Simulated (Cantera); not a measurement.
Premixed flame

A freely propagating, adiabatic, planar premixed flame of 10.4 % CH4, 14.9 % O2, 74.6 % N2, equivalence ratio 1.4, unburnt at 350 K and 410000 Pa; mixture-averaged transport, grid criteria slope 0.08 and curve 0.16, no radiation.

Detailed kinetics in Cantera: GRI-Mech 3.0 (53 species, 325 reactions). Burning velocities carry a grid error of a few per cent, more on coarse grids.

| z (mm) | T (K) | u (m/s) | x CH4 | x O2 | x H | x O | x C2H | x NO2 |
|---|---|---|---|---|---|---|---|---|
| -2.46 | 352 | 0.0449 | 0.104 | 0.149 | <1e-8 | <1e-8 | <1e-8 | <1e-8 |
| -1.64 | 360 | 0.0462 | 0.103 | 0.148 | <1e-8 | <1e-8 | <1e-8 | <1e-8 |
| -1.23 | 392 | 0.0506 | 0.101 | 0.145 | <1e-8 | <1e-8 | <1e-8 | <1e-8 |
| -0.819 | 531 | 0.0690 | 0.0910 | 0.134 | <1e-8 | <1e-8 | <1e-8 | 1.77e-8 |
| -0.410 | 964 | 0.127 | 0.0612 | 0.0936 | 1.53e-7 | 1.59e-8 | <1e-8 | 6.09e-8 |
| -0.205 | 1306 | 0.174 | 0.0363 | 0.0565 | 8.92e-6 | 1.17e-6 | <1e-8 | 2.03e-8 |
| 0 | 1611 | 0.216 | 0.0144 | 0.0210 | 7.48e-5 | 5.69e-6 | 1.64e-8 | <1e-8 |
| 0.205 | 1742 | 0.234 | 0.00666 | 0.00585 | 0.000113 | 2.73e-6 | 5.43e-8 | <1e-8 |
| 0.410 | 1778 | 0.238 | 0.00492 | 0.00202 | 8.27e-5 | 7.29e-7 | 4.53e-8 | <1e-8 |
| 0.819 | 1794 | 0.240 | 0.00401 | 0.000435 | 4.79e-5 | 9.77e-8 | 2.61e-8 | <1e-8 |
| 1.64 | 1796 | 0.241 | 0.00329 | 4.41e-5 | 3.62e-5 | 1.10e-8 | 1.81e-8 | <1e-8 |
| 3.28 | 1793 | 0.241 | 0.00258 | 1.90e-6 | 3.52e-5 | <1e-8 | 1.47e-8 | <1e-8 |
| 6.55 | 1788 | 0.240 | 0.00188 | <1e-8 | 3.52e-5 | <1e-8 | 1.03e-8 | <1e-8 |
x: mole fraction of selected species; z is measured from the peak of heat release.

The laminar burning velocity is 4.46 cm/s. The thermal thickness comes out as 0.819 mm and the peak x(H) is 0.000115. The peak x(O) comes out as 5.74e-6. The peak x(C2H) is 5.49e-8. The grid points comes out as 115.
